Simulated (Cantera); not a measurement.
## Equilibrium for abatement and gas-phase synthesis: SO2 + H2

A closed system holds: 1 mol SO2, 0.58 mol H2, at 100000 Pa.

Method: chemical equilibrium by Gibbs-energy minimisation in Cantera with the NASA 1993 tables (ideal gas, pure condensed phases). Candidate condensed phases: H2O, H2SO4, S; 19 gas species. Gases not in the tables: S3 to S7. Equilibrium is a limit: real reactors are often held back by kinetics, nucleation or transport.

```json
[
 {"T (K)": "648", "x SO2": "0.538", "x H2O": "0.420", "x S2": "0.00302", "x SO": "4.00e-9", "x H2": "5.61e-6", "x H2S": "0.0140", "x S8": "0.0236", "x SH": "8.03e-10"},
 {"T (K)": "798", "x SO2": "0.526", "x H2O": "0.365", "x S2": "0.0547", "x SO": "5.69e-7", "x H2": "9.75e-5", "x H2S": "0.0472", "x S8": "0.00222", "x SH": "1.95e-7"},
 {"T (K)": "948", "x SO2": "0.514", "x H2O": "0.373", "x S2": "0.0717", "x SO": "1.10e-5", "x H2": "0.000521", "x H2S": "0.0343", "x S8": "5.33e-7", "x SH": "3.06e-6"},
 {"T (K)": "1098", "x SO2": "0.509", "x H2O": "0.380", "x S2": "0.0780", "x SO": "9.17e-5", "x H2": "0.00174", "x H2S": "0.0252", "x S8": "8.61e-10", "x SH": "2.13e-5"},
 {"T (K)": "1248", "x SO2": "0.506", "x H2O": "0.382", "x S2": "0.0813", "x SO": "0.000458", "x H2": "0.00435", "x H2S": "0.0195", "x S8": "6.34e-12", "x SH": "9.15e-5"},
 {"T (K)": "1398", "x SO2": "0.505", "x H2O": "0.381", "x S2": "0.0825", "x SO": "0.00161", "x H2": "0.00886", "x H2S": "0.0157", "x S8": "<1e-12", "x SH": "0.000284"},
 {"T (K)": "1548", "x SO2": "0.504", "x H2O": "0.375", "x S2": "0.0818", "x SO": "0.00441", "x H2": "0.0156", "x H2S": "0.0129", "x S8": "<1e-12", "x SH": "0.000695"},
 {"T (K)": "1698", "x SO2": "0.503", "x H2O": "0.366", "x S2": "0.0792", "x SO": "0.0100", "x H2": "0.0244", "x H2S": "0.0107", "x S8": "<1e-12", "x SH": "0.00142"},
 {"T (K)": "1848", "x SO2": "0.500", "x H2O": "0.355", "x S2": "0.0744", "x SO": "0.0198", "x H2": "0.0350", "x H2S": "0.00881", "x S8": "<1e-12", "x SH": "0.00253"},
 {"T (K)": "1998", "x SO2": "0.494", "x H2O": "0.341", "x S2": "0.0674", "x SO": "0.0346", "x H2": "0.0465", "x H2S": "0.00717", "x S8": "<1e-12", "x SH": "0.00399"},
 {"T (K)": "2148", "x SO2": "0.485", "x H2O": "0.325", "x S2": "0.0583", "x SO": "0.0550", "x H2": "0.0583", "x H2S": "0.00571", "x S8": "<1e-12", "x SH": "0.00565"},
 {"T (K)": "2298", "x SO2": "0.472", "x H2O": "0.308", "x S2": "0.0475", "x SO": "0.0802", "x H2": "0.0691", "x H2S": "0.00439", "x S8": "<1e-12", "x SH": "0.00728"}
]
```
x: gas mole fraction; nothing condenses.

From 648 K to 2298 K nothing is condensed.
